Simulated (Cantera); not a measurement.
Charge: 1 mol PbO, 0.51 mol H2, equilibrated at 1323.15 K and 1.30 bar.

Equilibrium computed with Cantera from the NASA thermochemical tables; the gas is ideal and each condensed phase is pure. Candidate condensed phases: H2O, Pb, PbO, PbO2, Pb3O4; 12 gas species. Each liquid is taken as pure. Mutual solubility and eutectic melting of coexisting phases are not modelled. Gases not in the tables: (PbO)n polymers. Equilibrium is a limit: real reactors are often held back by kinetics, nucleation or transport.

### Question
What is the equilibrium state?

### Answer
```json
{
 "x(H2O)": "0.996",
 "x(Pb)": "0.00271",
 "x(H2)": "0.000534",
 "x(PbO)": "0.000515",
 "n(Pb(l))": "0.508 mol",
 "n(PbO(l))": "0.490 mol",
 "gas_amount": "0.5117 mol"
}
```
